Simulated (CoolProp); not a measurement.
Vapour pressure (MPa) of carbonyl sulfide: the reference equation beside estimates from Tc = 378.8 K, pc = 6.369 MPa, ω = 0.098. Clausius-Clapeyron is anchored at 299.2 K with a constant enthalpy of vaporisation of 14.65 kJ/mol.

Computed with CoolProp (reference Helmholtz-energy equation of state, Lemmon 2006). It is a short technical equation, of lower accuracy than the large ones.

```json
[
 {"T (K)": "271.9", "reference": "0.6265", "Lee-Kesler": "0.6270", "Clausius-Clapeyron": "0.7280", "van der Waals": "1.450", "Redlich-Kwong": "0.6863", "Peng-Robinson": "0.6261"},
 {"T (K)": "285.6", "reference": "0.9258", "Lee-Kesler": "0.9276", "Clausius-Clapeyron": "0.9935", "van der Waals": "1.846", "Redlich-Kwong": "1.012", "Peng-Robinson": "0.9251"},
 {"T (K)": "299.2", "reference": "1.315", "Lee-Kesler": "1.318", "Clausius-Clapeyron": "1.315", "van der Waals": "2.302", "Redlich-Kwong": "1.430", "Peng-Robinson": "1.315"},
 {"T (K)": "312.8", "reference": "1.812", "Lee-Kesler": "1.815", "Clausius-Clapeyron": "1.699", "van der Waals": "2.824", "Redlich-Kwong": "1.955", "Peng-Robinson": "1.815"},
 {"T (K)": "326.4", "reference": "2.431", "Lee-Kesler": "2.434", "Clausius-Clapeyron": "2.149", "van der Waals": "3.414", "Redlich-Kwong": "2.598", "Peng-Robinson": "2.441"},
 {"T (K)": "340.1", "reference": "3.198", "Lee-Kesler": "3.201", "Clausius-Clapeyron": "2.671", "van der Waals": "4.080", "Redlich-Kwong": "3.376", "Peng-Robinson": "3.217"},
 {"T (K)": "353.7", "reference": "4.121", "Lee-Kesler": "4.127", "Clausius-Clapeyron": "3.259", "van der Waals": "4.815", "Redlich-Kwong": "4.289", "Peng-Robinson": "4.151"},
 {"T (K)": "367.3", "reference": "5.235", "Lee-Kesler": "5.246", "Clausius-Clapeyron": "3.920", "van der Waals": "5.625", "Redlich-Kwong": "5.351", "Peng-Robinson": "5.268"}
]
```

Absolute difference from the reference over all 8 rows, mean and median: Lee-Kesler 0.2 and 0.2 %, Clausius-Clapeyron 13.0 and 13.9 %, van der Waals 56.8 and 48.1 %, Redlich-Kwong 6.8 and 7.4 %, Peng-Robinson 0.3 and 0.3 %.
